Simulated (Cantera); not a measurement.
Moist CO burnout

An isothermal, constant-pressure homogeneous reactor starts with CO : O2 : H2O : N2 = 0.019 : 0.029 : 0.017 : 1 (molar parts), equivalence ratio 0.33, at 1025 K and 5.00 bar.

Computed with Cantera and GRI-Mech 3.0 (53 species, 325 reactions).

| t (s) | x CO | x O2 | x H2O | x CO2 | x H2O2 | x NO2 |
|---|---|---|---|---|---|---|
| 4.00e-6 | 0.0178 | 0.0272 | 0.0160 | 1.85e-11 | <1e-12 | <1e-12 |
| 2.87e-5 | 0.0178 | 0.0272 | 0.0160 | 1.49e-10 | <1e-12 | <1e-12 |
| 0.000206 | 0.0178 | 0.0272 | 0.0160 | 1.83e-9 | <1e-12 | <1e-12 |
| 0.00147 | 0.0178 | 0.0272 | 0.0160 | 3.70e-8 | 3.91e-12 | <1e-12 |
| 0.0106 | 0.0178 | 0.0272 | 0.0160 | 3.65e-6 | 6.14e-9 | <1e-12 |
| 0.0757 | 0.0167 | 0.0266 | 0.0160 | 0.00119 | 2.56e-6 | 8.13e-12 |
| 0.543 | 0.00880 | 0.0228 | 0.0160 | 0.00912 | 1.72e-6 | 3.72e-10 |
| 3.89 | 0.000612 | 0.0188 | 0.0161 | 0.0174 | 7.65e-8 | 2.55e-9 |
| 27.9 | 1.50e-5 | 0.0185 | 0.0161 | 0.0180 | 3.16e-10 | 3.08e-9 |
| 200 | 7.93e-12 | 0.0185 | 0.0161 | 0.0180 | 2.06e-11 | 8.67e-11 |
x: mole fraction; the columns are a selection and need not sum to one.

Equilibrium at this temperature and pressure: CO 8.32e-12, O2 0.0185, H2O 0.0161, CO2 0.0180, H2O2 1.88e-11, NO2 4.01e-7 (gas phase only).
